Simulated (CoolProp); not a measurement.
200 sccm (0 °C, 1 atm) of nitrogen bubbles through liquid n-nonane at 329.8 K and leaves saturated at a total pressure of 0.0307 MPa (ideal gas phase). Each further row changes one setting.

Computed with CoolProp (reference Helmholtz-energy equation of state, Lemmon 2006). It is a short technical equation, of lower accuracy than the large ones.

```csv
case,vapour pressure (kPa),mole fraction of vapour,delivery (mg/min),delivery (sccm),change of delivery for a bath 1 K warmer (%)
as stated,3.38,0.110,142,24.8,5.7
bath temperature 334.8 K,4.30,0.140,187,32.6,5.7
total pressure 0.0614 MPa,3.38,0.0551,66.7,11.7,5.3
```
